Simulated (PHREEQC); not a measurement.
Consider water at 20 °C with 0.057 mol H2SO4, 0.049 mol LiCl and 0.00016 mol MgSO4 per kg of water. Closed to the air; pH follows from the charge balance.

All values are PHREEQC results (ion-association model, wateq4f.dat), not measurements.

### Question
The ionic strength comes out as 0.140 mol/kgw. What activity coefficients do SO4-2, LiSO4-, Li+, H+, Cl- get?

### Answer
SO4-2 0.34, LiSO4- 0.76, Li+ 0.78, H+ 0.81, Cl- 0.74.

This is a speciation only: nothing precipitates in the calculation.
